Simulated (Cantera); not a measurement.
An isothermal, constant-pressure homogeneous reactor starts with CH4 : H2O : H2 = 1 : 0.35 : 0.054 (molar parts), at 1673 K and 1.20 bar.

Model: GRI-Mech 3.0 (53 species, 325 reactions), integrated in Cantera. GRI-Mech 3.0 stops at C3 and has no aromatics, soot or wall deposition, so with more carbon than oxygen in the feed, carbon stays in small species such as C2H2 where larger ones or solid carbon would form.

x: mole fraction; the columns are a selection and need not sum to one.

| t (s) | x CH4 | x H2O | x H2 | x CH2O | x C2H2 | x CO | x O2 |
|---|---|---|---|---|---|---|---|
| 0.000300 | 0.696 | 0.248 | 0.0486 | 5.34e-6 | 0.000262 | 7.33e-6 | 2.31e-12 |
| 0.000627 | 0.670 | 0.246 | 0.0676 | 8.68e-6 | 0.00220 | 3.86e-5 | 8.08e-12 |
| 0.00131 | 0.615 | 0.238 | 0.112 | 8.24e-6 | 0.0123 | 0.000127 | 1.75e-11 |
| 0.00274 | ___ | 0.225 | ___ | ___ | ___ | ___ | 2.04e-11 |
| 0.00573 | 0.414 | 0.207 | 0.289 | 3.42e-6 | 0.0771 | 0.000722 | 1.37e-11 |
| 0.0120 | ___ | ___ | ___ | ___ | ___ | ___ | 7.05e-12 |
| 0.0250 | 0.189 | 0.170 | 0.486 | 1.06e-6 | 0.144 | 0.00381 | 4.21e-12 |
| 0.0524 | 0.111 | 0.152 | 0.557 | 5.58e-7 | 0.164 | 0.00840 | 2.99e-12 |
| 0.109 | 0.0667 | 0.134 | 0.604 | 3.05e-7 | 0.169 | 0.0179 | 2.29e-12 |
| 0.229 | 0.0503 | 0.110 | 0.634 | 1.93e-7 | 0.161 | 0.0352 | 1.58e-12 |
| 0.478 | 0.0456 | 0.0786 | 0.661 | 1.30e-7 | 0.144 | 0.0611 | <1e-12 |
| 1.00 | 0.0422 | 0.0446 | 0.689 | 8.54e-8 | 0.125 | 0.0909 | <1e-12 |

Problem. Fill in the missing entries.

Solution. 
- 0.00274, x CH4: 0.526
- 0.00274, x H2: 0.190
- 0.00274, x CH2O: 5.60e-6
- 0.00274, x C2H2: 0.0391
- 0.00274, x CO: 0.000308
- 0.0120, x CH4: 0.295
- 0.0120, x H2O: 0.188
- 0.0120, x H2: 0.392
- 0.0120, x CH2O: 1.96e-6
- 0.0120, x C2H2: 0.114
- 0.0120, x CO: 0.00168
